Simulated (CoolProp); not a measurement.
Vapour-liquid equilibrium of R134a (1) + R227EA (2) at 108 kPa; x and y are mole fractions of (1).

Computed with CoolProp (multi-fluid Helmholtz-energy mixture model, Tillner-Roth 1994 and Lemmon 2016; pair parameters Bell 2016).

Give the bubble temperature and the first vapour's composition at x = 0.65, 0.75, 0.85. Is there an azeotrope?

x = 0.65: 250.6 K, y = 0.728; x = 0.75: 249.9 K, y = 0.806; x = 0.85: 249.2 K, y = 0.883. No azeotrope shows between x = 0.05 and 0.95.

The pair parameters rest on a limited set of measurements; away from them the model extrapolates.
